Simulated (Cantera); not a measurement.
Source: NASA polynomial tables (part measured, part estimated), evaluated in Cantera. Values are per mole of reaction as written; species without (g) are pure solids or liquids, kept so even where they would boil at 1 bar.

C6H6(g) + 4 NiS2 = 2 CH3(g) + 4 CS2(g) + 4 Ni, with ΔH° = 1204.2 kJ and ΔS° = 902.4 J/K at 300 K.

Question: How far is the shortcut ΔG° ≈ ΔH°(300 K) − T·ΔS°(300 K) from the full temperature-dependent value at 1275, 1350, 1425, 1500, 1575, 1650, 1725, 1800, 1875, 1950, 2025 K?

Answer: 
```
T (K)  shortcut (kJ)  full (kJ)  difference (kJ)  difference in log10 K  condensed phases
-----  -------------  ---------  ---------------  ---------------------  ----------------
1275            53.6       71.0            -17.4                   0.71    NiS2(s), Ni(s)
1350           -14.0       21.5            -35.5                   1.37    NiS2(l), Ni(s)
1425           -81.7      -26.7            -55.0                   2.02    NiS2(l), Ni(s)
1500          -149.4      -74.5            -74.9                   2.61    NiS2(l), Ni(s)
1575          -217.1     -122.1            -95.0                   3.15    NiS2(l), Ni(s)
1650          -284.8     -169.4           -115.4                   3.65    NiS2(l), Ni(s)
1725          -352.5     -216.4           -136.0                   4.12    NiS2(l), Ni(s)
1800          -420.1     -266.1           -154.0                   4.47    NiS2(l), Ni(l)
1875          -487.8     -315.7           -172.1                   4.80    NiS2(l), Ni(l)
1950          -555.5     -365.1           -190.4                   5.10    NiS2(l), Ni(l)
2025          -623.2     -414.2           -208.9                   5.39    NiS2(l), Ni(l)
```
The shortcut ignores heat capacities and the phase changes listed.
